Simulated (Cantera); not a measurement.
An isothermal, constant-pressure homogeneous reactor starts with C₂H₆ : H₂ : N₂ = 1 : 1.3 : 0.2 (molar parts), at 1425 K and 101000 Pa.

Cantera simulation using GRI-Mech 3.0 (53 species, 325 reactions); the numbers are that mechanism's predictions, not measurements. GRI-Mech 3.0 stops at C3 and has no aromatics, soot or wall deposition, so with more carbon than oxygen in the feed, carbon stays in small species such as C2H2 where larger ones or solid carbon would form.

Task: Predict: x(C₂H₆) at 1.00 s; x(H₂) at 1.00 s; x(C₂H₄) at 1.00 s; x(H) at 1.00 s; x(CH₄) at 1.00 s; x(C₂H₂) at 1.00 s.

Result: 
| Quantity | Result |
|---|---|
| x(C₂H₆) at 1.00 s | 0.000362 (gas-phase equilibrium 0.000303) |
| x(H₂) at 1.00 s | 0.560 (gas-phase equilibrium 0.529) |
| x(C₂H₄) at 1.00 s | 0.0448 (gas-phase equilibrium 0.0359) |
| x(H) at 1.00 s | 6.35e-6 (gas-phase equilibrium 4.96e-6) |
| x(CH₄) at 1.00 s | 0.210 (gas-phase equilibrium 0.254) |
| x(C₂H₂) at 1.00 s | 0.129 (gas-phase equilibrium 0.108) |
